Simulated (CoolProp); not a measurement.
Vapour-liquid equilibrium of toluene (1) + n-octane (2) at 311 K; x and y are mole fractions of (1).

Model: multi-fluid Helmholtz-energy mixture model, Lemmon 2006 and Beckmüller 2019; pair parameters Bell 2016, in CoolProp.

```
x      bubble pressure, mixture model (bar)  bubble pressure, Raoult's law (bar)  y, mixture model  y, Raoult's law
-----  ------------------------------------  -----------------------------------  ----------------  ---------------
0.05                                0.04052                              0.03897             0.125            0.092
0.125                               0.04499                              0.04154             0.271            0.215
0.2                                 0.04897                              0.04410             0.383            0.324
0.275                               0.05251                              0.04666             0.471            0.421
0.35                                0.05565                              0.04923             0.544            0.508
0.425                               0.05842                              0.05179             0.607            0.586
0.5                                 0.06088                              0.05435             0.662            0.657
0.575                               0.06307                              0.05692             0.712            0.722
0.65                                0.06502                              0.05948             0.760            0.781
0.725                               0.06677                              0.06204             0.807            0.835
0.8                                 0.06833                              0.06460             0.854            0.885
0.875                               0.06968                              0.06717             0.905            0.931
0.95                                0.07082                              0.06973             0.960            0.973
```

The largest gap from Raoult's law is +13.0 % in bubble pressure, at x = 0.35. No azeotrope shows between x = 0.05 and 0.95.

Pair parameters are fitted to limited data, so mixtures are less certain than the pure fluids.
